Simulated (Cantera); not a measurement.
**SiCl4 + H2 + HCl (chlorosilane synthesis and conversion)**

Input: 1 mol SiCl4, 3 mol H2, 0.64 mol HCl, held at 1098.15 K and 3.90 bar.

Equilibrium computed with Cantera from the NASA thermochemical tables; the gas is ideal and each condensed phase is pure. Candidate condensed phases: Si; 19 gas species. The tables' values for SiCl3 are old estimates; treat these amounts as uncertain. Kinetics and transport are ignored.

```
Item                                  Value
--------------------------------  ---------
x(H2)                                 0.634
x(SiCl4)                              0.203
x(HCl)                                0.151
x(SiHCl3)                            0.0124
x(SiCl3)                           0.000432
x(SiH2Cl2)                          9.06e-5
x(SiCl2)                            1.29e-5
gas amount                        4.641 mol
log10 activity of Si(s) (absent)      -3.75
```
